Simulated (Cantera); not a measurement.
# Iron carbonyl, mercury and lead vapours: Hg + N2

Input: 1 mol Hg, 0.89 mol N2, equilibrated at 350 °C and 1 atm.

Method: chemical equilibrium by Gibbs-energy minimisation in Cantera with the NASA 1993 tables (ideal gas, pure condensed phases). Candidate condensed phases: Hg; 3 gas species. Equilibrium is a limit: real reactors are often held back by kinetics, nucleation or transport.

```yaml
x(Hg): 0.529
x(N2): 0.471
gas_amount: 1.890 mol
log10 activity of Hg(l) (absent): -0.22
```
